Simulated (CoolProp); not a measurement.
A closed Brayton cycle with carbon dioxide: compressor inlet 324.15 K and 9.6 MPa, high pressure 32.5 MPa, turbine inlet 695 K, compressor efficiency 0.89, turbine efficiency 0.93, recuperator effectiveness 0 (on enthalpy, no pinch check). Each further row changes one setting.

Computed with CoolProp (reference Helmholtz-energy equation of state, Span 1996).

| case | thermal efficiency (%) | net work (kJ/kg) | compressor to turbine work | compressor exit (K) | turbine exit (K) |
|---|---|---|---|---|---|
| as stated | 18.8 | 76.7 | 0.42 | 409.1 | 558.8 |
| turbine inlet 645 K | 18.6 | 64.1 | 0.46 | 409.1 | (withheld) |
| compressor inlet 334.15 K | (withheld) | (withheld) | 0.50 | 433.7 | 558.8 |
| high pressure 27.6 MPa | 16.8 | (withheld) | 0.39 | (withheld) | (withheld) |
| recuperator effectiveness 0.5 | 24.0 | 76.7 | 0.42 | 409.1 | 558.8 |

Fill in the missing entries.


- turbine inlet 645 K, turbine exit (K): 514.1
- compressor inlet 334.15 K, thermal efficiency (%): 18.3
- compressor inlet 334.15 K, net work (kJ/kg): 66.5
- high pressure 27.6 MPa, net work (kJ/kg): 70.8
- high pressure 27.6 MPa, compressor exit (K): 397.4
- high pressure 27.6 MPa, turbine exit (K): 576.5
